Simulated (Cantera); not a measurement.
Input: 1 mol Ca(OH)2, 0.27 mol H2O, held at 13.3 mbar.

Equilibrium computed with Cantera from the NASA thermochemical tables; the gas is ideal and each condensed phase is pure. Candidate condensed phases: Ca, CaO, Ca(OH)2, H2O; 14 gas species. The numbers say what is thermodynamically allowed, not how fast it happens.

log p: log10 of the partial pressure in bar; n: condensed amount in mol.

```tsv
T (°C)	log p H2O	log p H2	log p OH	log p O2	log p H	log p O	log p Ca(OH)2	n CaO(s)
802	-1.88	-7.25	-8.51	-7.56	-11.46	-12.66	-11.78	1.00
902	-1.88	___	___	___	___	___	___	1.00
1002	-1.88	___	___	___	___	___	___	1.00
1102	-1.88	-5.48	-6.34	-5.81	-8.21	-9.10	-8.97	1.00
1202	-1.88	-5.05	-5.82	-5.39	-7.41	-8.24	-8.30	1.00
1302	-1.88	-4.67	-5.36	-5.02	-6.72	-7.48	-7.71	1.000
1402	-1.88	-4.34	-4.96	-4.70	-6.11	-6.81	-7.19	1.000
1502	-1.88	-4.05	-4.60	-4.41	-5.56	-6.22	-6.73	1.000
1602	-1.88	-3.79	-4.28	-4.15	-5.08	-5.70	-6.33	1.000
1702	-1.89	-3.55	-4.00	-3.93	-4.64	-5.22	-5.97	1.000
1802	-1.91	-3.34	-3.75	-3.73	-4.25	-4.80	-5.65	1.000
1902	-1.92	-3.16	-3.53	-3.55	-3.89	-4.41	-5.37	0.999
```

Fill in the missing entries.


- 1002, log p H2: -5.98
- 1002, log p OH: -6.95
- 1002, log p O2: -6.31
- 1002, log p H: -9.12
- 1002, log p O: -10.10
- 1002, log p Ca(OH)2: -9.76
- 902, log p H2: -6.56
- 902, log p OH: -7.66
- 902, log p O2: -6.88
- 902, log p H: -10.19
- 902, log p O: -11.28
- 902, log p Ca(OH)2: -10.68
